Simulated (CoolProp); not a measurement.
Properties of R1234ze(E) along the isotherm 420 K (Tc = 382.5 K, pc = 3.635 MPa, ω = 0.313).

Values from CoolProp's reference Helmholtz-energy equation of state, Thol 2016.

| p (MPa) | phase | cv (kJ/(kg K)) | fugacity coefficient |
|---|---|---|---|
| 0.545 | gas | ___ | 0.9621 |
| 1.09 | gas | 0.9991 | 0.9252 |
| 1.64 | gas | 1.009 | 0.8887 |
| 2.18 | gas | 1.020 | 0.8536 |
| 2.73 | gas | ___ | ___ |
| 3.27 | gas | 1.047 | ___ |
| 3.82 | supercritical | 1.064 | 0.7506 |
| 4.36 | supercritical | 1.083 | 0.7176 |
| 4.91 | supercritical | 1.103 | 0.6844 |
| 5.45 | supercritical | 1.120 | 0.6524 |

Some entries are withheld; supply them.


- 0.545, cv (kJ/(kg K)): 0.9903
- 2.73, cv (kJ/(kg K)): 1.033
- 2.73, fugacity coefficient: 0.8185
- 3.27, fugacity coefficient: 0.7846
